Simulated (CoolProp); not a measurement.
The fluid at 293.15 K and 0.207 MPa (gas) is heated at constant pressure to 433.5 K. The same conditions are run with several fluids, on thermodynamics alone (safety and materials aside).

Values from CoolProp's reference Helmholtz-energy equation of state of each fluid (propane: Lemmon 2009; R13: Platzer 1990; nitrous oxide: Lemmon 2006). The equations of Platzer and Polt are older, rougher fits.

```csv
fluid,heat (kJ/kg),final density (kg/m³)
propane,278,2.56
R13,100,6.03
nitrous oxide,133,2.54
```
